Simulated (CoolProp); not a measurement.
Vapour-liquid equilibrium of toluene (1) + p-xylene (2) at 20.8 kPa; x and y are mole fractions of (1).

Model: multi-fluid Helmholtz-energy mixture model, Lemmon 2006 and Zhou 2012; pair parameters Bell 2016, in CoolProp.

| x | bubble temperature (°C) | y at the bubble point | dew temperature at overall composition x (°C) | liquid density (mol/L) |
|---|---|---|---|---|
| 0.05 | 85.7 | … | 86.8 | 7.615 |
| 0.125 | 83.1 | 0.260 | 85.5 | 7.717 |
| 0.2 | 80.6 | 0.383 | 84.2 | 7.820 |
| 0.275 | 78.3 | … | 82.8 | 7.923 |
| 0.35 | 76.2 | 0.577 | 81.3 | 8.026 |
| 0.425 | 74.2 | 0.653 | 79.7 | 8.130 |
| 0.5 | 72.4 | 0.719 | 78.0 | 8.235 |
| 0.575 | 70.7 | 0.776 | 76.2 | … |
| 0.65 | 69.1 | 0.826 | 74.3 | 8.448 |
| 0.725 | 67.7 | 0.871 | 72.2 | 8.556 |
| 0.8 | 66.3 | 0.911 | 70.0 | 8.666 |
| 0.875 | 65.0 | 0.947 | 67.5 | 8.778 |
| 0.95 | 63.7 | 0.980 | 64.8 | 8.892 |

Task: What belongs in the gaps?

Result: 
- 0.05, y at the bubble point: 0.113
- 0.275, y at the bubble point: 0.488
- 0.575, liquid density (mol/L): 8.341

No azeotrope shows between x = 0.05 and 0.95.

The pair parameters rest on a limited set of measurements; away from them the model extrapolates.
